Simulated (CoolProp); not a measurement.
Vapour pressure (MPa) of CHF3 (R23): the reference equation beside estimates from Tc = 26.1 °C, pc = 4.832 MPa, ω = 0.263. Clausius-Clapeyron is anchored at -67.25 °C with a constant enthalpy of vaporisation of 15.87 kJ/mol.

Computed with CoolProp (reference Helmholtz-energy equation of state, Penoncello 2003).

```csv
T (°C),reference,Clausius-Clapeyron,van der Waals,Soave-Redlich-Kwong
-84.65,0.08681,0.09432,0.5522,0.08535
-75.95,0.1421,0.1474,0.7061,0.1408
-67.25,0.2220,0.2220,0.8860,0.2213
-58.55,0.3328,0.3232,1.094,0.3336
-49.85,0.4819,0.4571,1.331,0.4854
-41.15,0.6769,0.6299,1.598,0.6845
-32.45,0.9262,0.8480,1.898,0.9395
-23.65,1.243,1.122,2.235,1.264
-14.95,1.629,1.452,2.602,1.659
-6.25,2.099,1.847,3.005,2.138
2.45,2.664,2.315,3.445,2.711
```

Absolute difference from the reference over all 11 rows, mean and median: Clausius-Clapeyron 7.4 and 8.4 %, van der Waals 190.0 and 136.1 %, Soave-Redlich-Kwong 1.2 and 1.4 %.
